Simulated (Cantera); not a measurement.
A closed system holds: 1 mol V, 1.3 mol H2O, 85 mol N2, at 848.15 K and 1.10 bar.

Cantera equilibrium calculation (NASA polynomials, part measured and part estimated; ideal gas, pure solids and liquids). Candidate condensed phases: H2O, V, VN, VO, V2O3, V2O4, V2O5; 28 gas species. VN: taken at fixed stoichiometry. Condensed phases not in the tables: the oxides between V2O3 and V2O5 other than VO2, V2N. Rates play no part.

Base state: N2 0.985, H2 0.0150, H2O 9.26e-5 (mole fractions); condensed: VN(s) + V2O3(s).

Problem. What changes in the equilibrium state with this change: temperature from 848.15 K to 2700 K?

Solution. 
```json
[
 {"species": "N2", "before": "0.985", "after": "0.976"},
 {"species": "H2", "before": "0.0150", "after": "0.0116"},
 {"species": "H", "before": "<1e-9", "after": "0.00584"},
 {"species": "VO2", "before": "<1e-9", "after": "0.00324"},
 {"species": "VO", "before": "<1e-9", "after": "0.00222"},
 {"species": "V", "before": "<1e-9", "after": "0.000274"},
 {"species": "OH", "before": "<1e-9", "after": "4.91e-5"},
 {"species": "VN(s), mol", "before": "0.139", "after": "0"},
 {"species": "V2O3(s), mol", "before": "0.431", "after": "0"},
 {"species": "VO(l), mol", "before": "0", "after": "0.501"}
]
```
VO: taken at fixed stoichiometry.
